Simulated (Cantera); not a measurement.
Input: 1 mol Si, 0.011 mol CO2, 130 mol H2, held at 0.000110 bar.

Method: chemical equilibrium by Gibbs-energy minimisation in Cantera with the NASA 1993 tables (ideal gas, pure condensed phases). Candidate condensed phases: C, C6H6, C7H8, C8H18, H2O, Si, SiC, SiO2; 123 gas species. Mutual solubility and eutectic melting of coexisting phases are not modelled. Gases not in the tables: Si2H6 and higher silanes. Equilibrium is a limit: real reactors are often held back by kinetics, nucleation or transport.

x: gas mole fraction; n: condensed amount in mol.

| T (K) | x H2 | x H | x Si | x SiO | x SiH | x CO | n Si(s) | n SiC(s) | n SiO2(β-quartz) |
|---|---|---|---|---|---|---|---|---|---|
| 973 | 1.000 | 1.03e-7 | <1e-12 | 1.48e-6 | <1e-12 | 2.19e-9 | 0.978 | 0.0110 | 0.0109 |
| 1048 | 1.000 | 7.37e-7 | 1.90e-11 | 3.20e-5 | 9.09e-12 | 8.52e-8 | 0.976 | 0.0110 | 0.00891 |
| 1123 | 1.000 | (withheld) | (withheld) | 0.000168 | (withheld) | (withheld) | 0.967 | 0.0109 | 0 |
| 1198 | 1.000 | 1.81e-5 | 1.17e-8 | 0.000168 | 1.87e-9 | 1.17e-6 | 0.967 | 0.0108 | 0 |
| 1273 | 1.000 | 6.80e-5 | 1.64e-7 | 0.000167 | 1.66e-8 | 1.73e-6 | 0.967 | 0.0108 | 0 |
| 1348 | 1.000 | 0.000221 | 1.71e-6 | 0.000167 | 1.15e-7 | 2.45e-6 | 0.967 | 0.0107 | 0 |
| 1423 | 0.999 | 0.000633 | 1.39e-5 | 0.000166 | 6.53e-7 | 3.35e-6 | 0.966 | 0.0106 | 0 |
| 1498 | 0.998 | 0.00164 | 9.12e-5 | 0.000165 | 3.09e-6 | 4.43e-6 | 0.956 | 0.0104 | 0 |
| 1573 | 0.995 | 0.00387 | 0.000500 | 0.000163 | 1.26e-5 | 5.69e-6 | 0.901 | 0.0101 | 0 |
| 1648 | 0.989 | 0.00844 | 0.00234 | 0.000161 | 4.49e-5 | 7.12e-6 | 0.651 | 0.00873 | 0 |
| 1723 | 0.975 | (withheld) | 0.00711 | 0.000151 | (withheld) | (withheld) | 0 | (withheld) | 0 |
| 1798 | 0.960 | 0.0329 | 0.00723 | 0.000109 | 8.52e-5 | 5.65e-5 | 0 | 0 | 0 |

Some entries are withheld; supply them.


- 1123, x H: 4.06e-6
- 1123, x Si: 5.85e-10
- 1123, x SiH: 1.56e-10
- 1123, x CO: 7.48e-7
- 1723, x H: 0.0172
- 1723, x SiH: 0.000106
- 1723, x CO: 1.51e-5
- 1723, n SiC(s): 0.00249
